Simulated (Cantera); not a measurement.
An adiabatic, constant-volume homogeneous reactor starts with H2 : O2 : N2 = 1 : 0.25 : 0.94 (molar parts), at 1525 K and 3.90 bar. Integrator tolerance rtol = 1e-08.

Detailed kinetics in Cantera: GRI-Mech 3.0 (53 species, 325 reactions). The hydrogen kinetics of GRI-Mech 3.0 are dated; newer H2 mechanisms differ, most at raised pressure. Above 3000 K some thermodynamic fits are extrapolated.

```tsv
quantity	before	after
time of steepest temperature rise	3.38 µs	12.3 µs
temperature at 0.200 s	3077 K	2978 K
equilibrium temperature	3077 K	2978 K
x(H2) at 0.200 s	0.242 (gas-phase equilibrium 0.242)	0.246 (gas-phase equilibrium 0.246)
x(O2) at 0.200 s	0.000438 (gas-phase equilibrium 0.000438)	0.000202 (gas-phase equilibrium 0.000202)
x(OH) at 0.200 s	0.0125 (gas-phase equilibrium 0.0125)	0.00817 (gas-phase equilibrium 0.00817)
x(O) at 0.200 s	0.00115 (gas-phase equilibrium 0.00115)	0.000518 (gas-phase equilibrium 0.000518)
x(HO2) at 0.200 s	1.19e-6 (gas-phase equilibrium 1.19e-6)	5.89e-7 (gas-phase equilibrium 5.89e-7)
x(H) at 0.200 s	0.0368 (gas-phase equilibrium 0.0368)	0.0254 (gas-phase equilibrium 0.0254)
```

Q: Name the change that produced these shifts.
A) initial temperature 1525 to 1425 K
B) initial temperature 1525 to 1248 K
C) initial temperature 1525 to 1148 K
D) pressure from 3.90 bar to 1.01 bar

A: B, initial temperature 1525 to 1248 K
